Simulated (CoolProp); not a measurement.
Properties of R123 at several states.

Values from CoolProp's reference Helmholtz-energy equation of state, Younglove 1994. It is a modified Benedict-Webb-Rubin equation, recast in Helmholtz form.

```json
[
 {"T (K)": "314.2", "p (MPa)": "0.798", "phase": "liquid", "density (kg/m³)": "1424", "cv (kJ/(kg K))": "0.7198", "isothermal compressibility (1/MPa)": "0.002418", "viscosity (µPa s)": "352", "conductivity (mW/(m K))": "72.4", "fugacity coefficient": "0.1942"},
 {"T (K)": "218", "p (MPa)": "0.0144", "phase": "liquid", "density (kg/m³)": "1654", "cv (kJ/(kg K))": "0.6434", "isothermal compressibility (1/MPa)": "0.0008312", "viscosity (µPa s)": "1270", "conductivity (mW/(m K))": "101", "fugacity coefficient": "0.08281"},
 {"T (K)": "246.1", "p (MPa)": "0.21", "phase": "liquid", "density (kg/m³)": "1591", "cv (kJ/(kg K))": "0.6621", "isothermal compressibility (1/MPa)": "0.001099", "viscosity (µPa s)": "814", "conductivity (mW/(m K))": "92.1", "fugacity coefficient": "0.03840"},
 {"T (K)": "218.4", "p (MPa)": "0.0137", "phase": "liquid", "density (kg/m³)": "1653", "cv (kJ/(kg K))": "0.6436", "isothermal compressibility (1/MPa)": "0.0008344", "viscosity (µPa s)": "1260", "conductivity (mW/(m K))": "101", "fugacity coefficient": "0.08981"},
 {"T (K)": "378.7", "p (MPa)": "7.23", "phase": "liquid", "density (kg/m³)": "1274", "cv (kJ/(kg K))": "0.7771", "isothermal compressibility (1/MPa)": "0.004803", "viscosity (µPa s)": "206", "conductivity (mW/(m K))": "60.9", "fugacity coefficient": "0.1319"},
 {"T (K)": "225.3", "p (MPa)": "1.41", "phase": "liquid", "density (kg/m³)": "1640", "cv (kJ/(kg K))": "0.6489", "isothermal compressibility (1/MPa)": "0.0008824", "viscosity (µPa s)": "1140", "conductivity (mW/(m K))": "98.8", "fugacity coefficient": "0.001571"}
]
```

Viscosity comes from a separate model (Tanaka 1996). Thermal conductivity comes from a separate model (Laesecke 1996).
